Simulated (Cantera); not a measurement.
Ignition delay

Mixture: CO : H2 : CH4 : O2 : N2 = 1 : 0.21 : 1.3 : 4.22 : 15.9 (molar parts), at 6.91 atm, adiabatic and at constant volume. Ignition delay is the time to a rise of 400 K.

Computed with Cantera and GRI-Mech 3.0 (53 species, 325 reactions).

| T0 (K) | delay (ms) |
|---|---|
| 1198 | 1.49 |
| 1298 | 0.595 |
| 1398 | 0.246 |
| 1498 | 0.108 |
| 1598 | 0.0507 |
| 1698 | 0.0258 |
| 1798 | 0.0141 |

| Item | Result |
|---|---|
| apparent activation energy between 1598 and 1798 K | 150 kJ/mol |
